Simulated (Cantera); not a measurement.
An adiabatic, constant-volume homogeneous reactor starts with C3H8 : O2 : N2 = 1 : 3.3 : 36.2 (molar parts), at 1723 K and 158 Torr.

Computed with Cantera and GRI-Mech 3.0 (53 species, 325 reactions). GRI-Mech 3.0 was tuned for natural gas; its chemistry of propane as a main component is partial and can be far from experiment.

### Question
Predict: time of steepest temperature rise; temperature at 0.200 s; equilibrium temperature; x(O2) at 0.200 s; x(CO) at 0.200 s; x(O) at 0.200 s; x(HO2) at 0.200 s.

### Answer
| Quantity | Result |
|---|---|
| time of steepest temperature rise | 0.117 ms |
| temperature at 0.200 s | 2525 K |
| equilibrium temperature | 2525 K |
| x(O2) at 0.200 s | 0.000614 (gas-phase equilibrium 0.000614) |
| x(CO) at 0.200 s | 0.0515 (gas-phase equilibrium 0.0515) |
| x(O) at 0.200 s | 0.000708 (gas-phase equilibrium 0.000708) |
| x(HO2) at 0.200 s | 1.11e-7 (gas-phase equilibrium 1.11e-7) |
